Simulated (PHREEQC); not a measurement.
PHREEQC input (ion-association model, wateq4f.dat):

```
SOLUTION_MASTER_SPECIES
  An  An-  0  An  62.0  # stands for a non-complexing anion
SOLUTION_SPECIES
  An- = An-
    -log_k 0
    -gamma 3.0 0
PHASES
  Fix_H+
    H+ = H+
    -log_k 0
SOLUTION 1
  temp 25
  units mmol/kgw
  pH 7 charge
  Cl 0.158
  Cu(2) 0.079
  S(6) 0.0043
  Zn 0.0043
  Na 10
  An 10
END
SELECTED_OUTPUT 1
  -reset false
  -pH true
  -pe true
  -ionic_strength true
  -water true
  -totals Cl Cu Na S Zn Cu(1) Cu(2) S(-2) S(6)
  -molalities Hfo_wOH Hfo_wOH2+ Hfo_wO- Hfo_sOH Hfo_sOH2+ Hfo_sO- Hfo_sOCu+ Hfo_wOCu+ Hfo_sOZn+ Hfo_wOZn+
    Hfo_wSO4- Hfo_wOHSO4-2
  -saturation_indices Cu(OH)2 Brochantite Antlerite Atacamite Zn(OH)2-e Zn4(OH)6SO4 Zn5(OH)8Cl2 Halite Mirabilite Chalcanthite
    Goslarite
USER_PUNCH 1
  -headings sigma psi
  10 PUNCH EDL("sigma", "Hfo"), EDL("psi", "Hfo")
PRINT
  -reset false
USE solution 1
SURFACE 1
  Hfo_wOH 0.00224719 600 1
  Hfo_sOH 5.61798e-05
EQUILIBRIUM_PHASES 1
  Fix_H+ -4 HAn 10
    -force_equality true
  O2(g) -0.68 10
END
# ... the last block is repeated for the other 12 points of pH, with NaOH or the acid as the point needs
```

Selected output (columns that matter, 13 of 13 rows; pH added in front):

```
pH	mu	Cu	Na	S	Zn	si_Cu(OH)2	si_Brochantite	si_Antlerite	si_Atacamite	si_Zn(OH)2-e	si_Zn4(OH)6SO4	si_Zn5(OH)8Cl2	si_Halite	si_Mirabilite
4	0.011021	7.1919e-05	0.01	4.4101e-10	4.2955e-06	-4.9611	-18.183	-14.812	-7.831	-9.0449	-36.138	-41.922	-7.4772	-12.539
4.5	0.010708	5.0729e-05	0.01	1.2266e-09	4.2759e-06	-4.1106	-15.332	-12.811	-6.6295	-8.0448	-32.688	-37.92	-7.476	-12.088
5	0.01045	2.1229e-05	0.01	4.2171e-09	4.1982e-06	-3.4875	-13.299	-11.402	-5.8826	-7.051	-29.173	-33.95	-7.475	-11.547
5.5	0.010276	4.5306e-06	0.01	1.7771e-08	3.7903e-06	-3.1583	-12.355	-10.787	-5.7239	-6.0942	-25.719	-30.166	-7.4744	-10.92
6	0.010172	6.7536e-07	0.01	9.0606e-08	2.2231e-06	-2.9918	-11.981	-10.579	-5.8907	-5.3255	-22.936	-27.322	-7.4739	-10.211
6.5	0.010103	9.922e-08	0.01	5.0676e-07	5.2674e-07	-2.881	-11.79	-10.498	-6.169	-4.9512	-21.69	-26.45	-7.4737	-9.4624
7	0.010106	2.5075e-08	0.010046	2.1033e-06	7.0757e-08	-2.8067	-11.874	-10.658	-6.5203	-4.8258	-21.571	-26.823	-7.4717	-8.8405
7.5	0.01014	1.7412e-08	0.010108	3.8002e-06	8.3049e-09	-2.7548	-12.41	-11.245	-6.9167	-4.7674	-22.081	-27.531	-7.4692	-8.5787
8	0.010164	1.7695e-08	0.010153	4.2343e-06	1.0253e-09	-2.7165	-13.21	-12.084	-7.3401	-4.7283	-22.878	-28.336	-7.4673	-8.5281
8.5	0.010187	1.8991e-08	0.010196	4.2923e-06	2.0067e-10	-2.6815	-14.064	-12.973	-7.7701	-4.6932	-23.731	-29.16	-7.4656	-8.5189
9	0.010218	2.0867e-08	0.010251	4.2991e-06	1.0804e-10	-2.6398	-14.897	-13.848	-8.1869	-4.6515	-24.564	-29.952	-7.4634	-8.514
9.5	0.010275	2.3892e-08	0.010341	4.2999e-06	1.0694e-10	-2.5809	-15.662	-14.671	-8.5691	-4.5926	-25.329	-30.658	-7.4598	-8.5071
10	0.0104	2.9297e-08	0.010514	4.3e-06	1.3015e-10	-2.4924	-16.309	-15.407	-8.8925	-4.5041	-25.976	-31.216	-7.4531	-8.4942
```

Species that the database lacks are ignored. The database's constant for dissolved Cu(OH)2 is higher than later reviews accept.
